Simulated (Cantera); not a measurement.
Feed: 1 mol Si, 1.7 mol Cl2, 6 mol H2, at 1148.15 K and 133 Pa.

These are equilibrium values from Cantera (NASA tables, ideal gas, pure condensed phases), not measurements of a reactor. Candidate condensed phases: Si; 19 gas species. The tables' values for SiCl3 are old estimates; treat these amounts as uncertain. Equilibrium is a limit: real reactors are often held back by kinetics, nucleation or transport.

Base state: H2 0.754, HCl 0.133, SiCl2 0.0513, SiCl4 0.0433, SiCl3 0.0142, SiHCl3 0.00494, SiH2Cl2 7.06e-5 (mole fractions); condensed: Si(s).

**Question.** What changes in the equilibrium state with this change: pressure from 133 Pa to 13300 Pa?

**Answer.** 
```csv
species,before,after
H2,0.754,0.826
SiCl4,0.0433,0.0809
HCl,0.133,0.0514
SiCl2,0.0513,0.00701
SiHCl3,0.00494,0.0261
SiCl3,0.0142,0.00717
SiH3Cl,2.71e-7,1.15e-5
SiH2Cl2,7.06e-5,0.00106
"Si(s), mol",0.170,0.153
```
